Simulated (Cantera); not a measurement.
Charge: 1 mol SiC, 0.003 mol H2O, 1.3 mol N2, held at 1752 °C and 2.40 mbar.

Method: chemical equilibrium by Gibbs-energy minimisation in Cantera with the NASA 1993 tables (ideal gas, pure condensed phases). Candidate condensed phases: C, C6H6, C7H8, C8H18, H2O, Si, SiC, SiO2, Si2N2O, Si3N4; 151 gas species. The tables' values for SiN are old estimates; treat these amounts as uncertain. Kinetics and transport are ignored.

Base state: N2 0.992, Si 0.00247, CO 0.00223, H 0.00146, H2 0.00137, HCN 0.000354, Si2C 7.51e-5, SiO 6.30e-5 (mole fractions); condensed: SiC(s).

Q: What changes in the equilibrium state with this change: SiC replaced by Si?

A: 
| species | before | after |
|---|---|---|
| N2 | 0.992 | 0.970 |
| Si | 0.00247 | 0.0243 |
| SiO | 6.30e-5 | 0.00224 |
| CO | 0.00223 | 0 |
| HCN | 0.000354 | 0 |
| Si2C | 7.51e-5 | 0 |
| SiC(s), mol | 0.996 | 0 |
| Si(l), mol | 0 | 0.962 |
